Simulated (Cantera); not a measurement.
**Equilibrium for tantalum, niobium, vanadium and zirconium in process gases: Zr + H2O + H2 + NH3**

Input: 1 mol Zr, 0.53 mol H2O, 20 mol H2, 0.3 mol NH3, held at 1.00 Torr.

These are equilibrium values from Cantera (NASA tables, ideal gas, pure condensed phases), not measurements of a reactor. Candidate condensed phases: H2O, Zr, ZrN, ZrO2; 28 gas species. Mutual solubility and eutectic melting of coexisting phases are not modelled. ZrN: taken at fixed stoichiometry. Condensed phases not in the tables: solid solutions among these carbides, nitrides and lower oxides, N, O or C dissolved in the metal. Equilibrium is a limit: real reactors are often held back by kinetics, nucleation or transport.

```csv
T (K),x H2,x H,x ZrO,x Zr,x N2,x ZrO2,x H2O,x O,n Zr(β),n ZrN(s),n ZrO2(tetragonal),n Zr(l)
2073,0.930,0.0695,0.000142,6.58e-6,1.05e-6,1.28e-7,1.83e-6,8.34e-10,0.433,0.300,0.263,0
2148,0.892,0.108,0.000488,2.20e-5,4.57e-6,6.13e-7,3.17e-6,4.20e-9,0,0.300,0.260,0.429
2223,0.838,0.161,0.00151,6.56e-5,1.90e-5,2.63e-6,5.24e-6,1.93e-8,0,0.299,0.248,0.417
2298,0.766,0.230,0.00436,0.000182,7.18e-5,1.03e-5,8.12e-6,8.01e-8,0,0.297,0.213,0.382
2373,0.674,0.314,0.0117,0.000474,0.000250,3.66e-5,1.17e-5,3.04e-7,0,0.287,0.116,0.288
2448,0.568,0.411,0.0194,0.00116,0.000803,5.22e-5,1.03e-5,7.01e-7,0,0.256,0,0.184
2523,0.460,0.516,0.0181,0.00269,0.00241,2.45e-5,5.08e-6,8.91e-7,0,0.159,0,0.233
2598,0.353,0.620,0.0167,0.00594,0.00474,1.17e-5,2.40e-6,1.11e-6,0,0,0,0.283
2673,0.257,0.711,0.0154,0.0125,0.00438,5.79e-6,1.11e-6,1.35e-6,0,0,0,0.0414
2748,0.180,0.789,0.0145,0.0129,0.00410,5.99e-6,1.00e-6,3.26e-6,0,0,0,0
2823,0.122,0.848,0.0138,0.0123,0.00390,6.82e-6,9.43e-7,8.19e-6,0,0,0,0
```
x: gas mole fraction; n: condensed amount in mol.

At 2073 K the condensed part is Zr(β) + ZrN(s) + ZrO2(tetragonal). From 2148 K to 2373 K the condensed part is Zr(l) + ZrN(s) + ZrO2(tetragonal). From 2448 K to 2523 K the condensed part is Zr(l) + ZrN(s). From 2598 K to 2673 K the condensed part is Zr(l). From 2748 K to 2823 K nothing is condensed. The main Zr-bearing gas is ZrO throughout.
